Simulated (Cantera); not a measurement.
# Carbothermic reduction: Fe₃O₄ + C + N₂

Input: 1 mol Fe₃O₄, 0.7 mol C, 0.12 mol N₂, held at 500000 Pa.

Method: chemical equilibrium by Gibbs-energy minimisation in Cantera with the NASA 1993 tables (ideal gas, pure condensed phases). Candidate condensed phases: C, Fe, Fe(CO)₅, FeO, Fe₂O₃, Fe₃O₄; 27 gas species. The tables' stoichiometric FeO is somewhat more stable than real wüstite, so its field is too wide. FeO: taken at fixed stoichiometry. Equilibrium is a limit: real reactors are often held back by kinetics, nucleation or transport.

```json
[
 {"T (K)": "1450", "x CO": "0.488", "x CO₂": "0.366", "x N₂": "0.146", "x Fe": "2.22e-9", "x NO": "6.75e-10", "n FeO(s)": "3.00", "n FeO(l)": "0"},
 {"T (K)": "1500", "x CO": "0.488", "x CO₂": "0.366", "x N₂": "0.146", "x Fe": "6.47e-9", "x NO": "1.89e-9", "n FeO(s)": "3.00", "n FeO(l)": "0"},
 {"T (K)": "1550", "x CO": "0.488", "x CO₂": "0.366", "x N₂": "0.146", "x Fe": "1.75e-8", "x NO": "4.94e-9", "n FeO(s)": "3.00", "n FeO(l)": "0"},
 {"T (K)": "1600", "x CO": "0.488", "x CO₂": "0.366", "x N₂": "0.146", "x Fe": "4.46e-8", "x NO": "1.22e-8", "n FeO(s)": "3.00", "n FeO(l)": "0"},
 {"T (K)": "1650", "x CO": "0.488", "x CO₂": "0.366", "x N₂": "0.146", "x Fe": "1.07e-7", "x NO": "2.84e-8", "n FeO(s)": "0", "n FeO(l)": "3.00"},
 {"T (K)": "1700", "x CO": "0.488", "x CO₂": "0.366", "x N₂": "0.146", "x Fe": "2.30e-7", "x NO": "6.28e-8", "n FeO(s)": "0", "n FeO(l)": "3.00"},
 {"T (K)": "1750", "x CO": "0.488", "x CO₂": "0.366", "x N₂": "0.146", "x Fe": "4.74e-7", "x NO": "1.33e-7", "n FeO(s)": "0", "n FeO(l)": "3.00"},
 {"T (K)": "1800", "x CO": "0.488", "x CO₂": "0.366", "x N₂": "0.146", "x Fe": "9.37e-7", "x NO": "2.70e-7", "n FeO(s)": "0", "n FeO(l)": "3.00"},
 {"T (K)": "1850", "x CO": "0.488", "x CO₂": "0.366", "x N₂": "0.146", "x Fe": "1.78e-6", "x NO": "5.26e-7", "n FeO(s)": "0", "n FeO(l)": "3.00"},
 {"T (K)": "1900", "x CO": "0.488", "x CO₂": "0.366", "x N₂": "0.146", "x Fe": "3.26e-6", "x NO": "9.92e-7", "n FeO(s)": "0", "n FeO(l)": "3.00"}
]
```
x: gas mole fraction; n: condensed amount in mol.

From 1450 K to 1600 K the condensed part is FeO(s). From 1650 K to 1900 K the condensed part is FeO(l).
